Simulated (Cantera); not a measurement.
Input (Python, Cantera) and output of one run.

```python
import numpy as np
import cantera as ct

gas_names = """
    H HO2 H2 H2O H2O2 H2S H2SO4 O OH O2 O3 S SH SO SO2 SO3 S2 S2O S8
""".split()
cond_names = """
    H2O(s) H2O(L) H2SO4(L) S(cr1) S(cr2) S(L)
""".split()


# ... load() reads the species with a 1 bar reference pressure and builds the phases ...
atoms = {
    'H2O': {'H': 2, 'O': 1},
    'SO2': {'S': 1, 'O': 2},
    'O2': {'O': 2},
}
top_T = {}  # K; cautious upper limits of use, not melting points


# ... equilibrate(T, P, feed) seeds the gas with the atoms and calls Mixture.equilibrate('TP', solver="vcs", rtol=1e-11, max_steps=5000) ...
results = []
feed = {'H2O': 1, 'SO2': 0.17, 'O2': 6.8}  # mol
T = 1273.15  # K
P = 55  # Pa
mix = equilibrate(T, P, feed)
results.append((T, P, feed, dict(zip(mix.species_names, mix.species_moles))))
x = sorted(zip(gas.X, gas.species_names), reverse=True)
print(f"T = {T:g} K  P = {P:g} Pa  gas = {mix.phase_moles(0):.4g} mol")
print("   x: " + "  ".join(f"{s} {v:.3e}" for v, s in x if v > 0.001))
print("   condensed (mol): " + ("  ".join(f"{mix.phase(i).name} {mix.phase_moles(i):.4g}"
      for i in range(1, mix.n_phases) if mix.phase_moles(i) > 1e-12) or "none"))
```

Result:

```
T = 1273.15 K  P = 55 Pa  gas = 7.97 mol
   x: O2 8.532e-01  H2O 1.254e-01  SO2 2.126e-02
   condensed (mol): none
```

Method: chemical equilibrium by Gibbs-energy minimisation in Cantera with the NASA 1993 tables (ideal gas, pure condensed phases).
